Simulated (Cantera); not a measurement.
An adiabatic, constant-pressure homogeneous reactor starts with CH3OH : O2 : N2 = 1 : 3.57 : 13.4 (molar parts), equivalence ratio 0.42, at 1575 K and 1.10 bar.

Model: GRI-Mech 3.0 (53 species, 325 reactions), integrated in Cantera. GRI-Mech 3.0 was tuned for natural gas; its chemistry of methanol as a main component is partial and can be far from experiment.

Predict: time of steepest temperature rise; temperature at 0.300 s; equilibrium temperature; x(O2) at 0.300 s.


```
Property                                                        Result
---------------------------------  -----------------------------------
time of steepest temperature rise                             0.155 ms
temperature at 0.300 s                                          2396 K
equilibrium temperature                                         2396 K
x(O2) at 0.300 s                   0.104 (gas-phase equilibrium 0.104)
```
